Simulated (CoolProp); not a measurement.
Vapour-liquid equilibrium of p-xylene (1) + n-undecane (2) at 47.15 °C; x and y are mole fractions of (1).

Values from CoolProp's multi-fluid Helmholtz-energy mixture model, Zhou 2012 and Aleksandrov 2011; pair parameters Bell 2016.

### Question
Give the bubble pressure and the first vapour's composition at x = 0.05, 0.35, 0.65. Is there an azeotrope?

### Answer
x = 0.05: 0.0004475 MPa, y = 0.424; x = 0.35: 0.001502 MPa, y = 0.882; x = 0.65: 0.002554 MPa, y = 0.962. No azeotrope shows between x = 0.05 and 0.95.

The pair parameters rest on a limited set of measurements; away from them the model extrapolates.
